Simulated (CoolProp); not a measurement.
Vapour-liquid equilibrium of R152A (1) + isobutene (2) at 1280 kPa; x and y are mole fractions of (1).

The numbers come from the multi-fluid Helmholtz-energy mixture model, Outcalt 1996 and Lemmon 2005; pair parameters Bell 2016 in CoolProp.

```csv
x,bubble temperature (°C),y at the bubble point,dew temperature at overall composition x (°C),liquid density (mol/L)
0.05,77.1,0.119,80.0,9.199
0.2,66.8,0.363,73.7,9.667
0.35,60.7,0.512,67.3,10.08
0.5,57.0,0.621,61.2,10.51
0.65,54.7,0.717,56.2,10.99
0.8,53.4,0.820,53.5,11.55
0.95,53.1,0.947,53.1,12.19
```

y crosses x between x = 0.8 and 0.95: the model has an azeotrope there.

Pair parameters are fitted to limited data, so mixtures are less certain than the pure fluids.
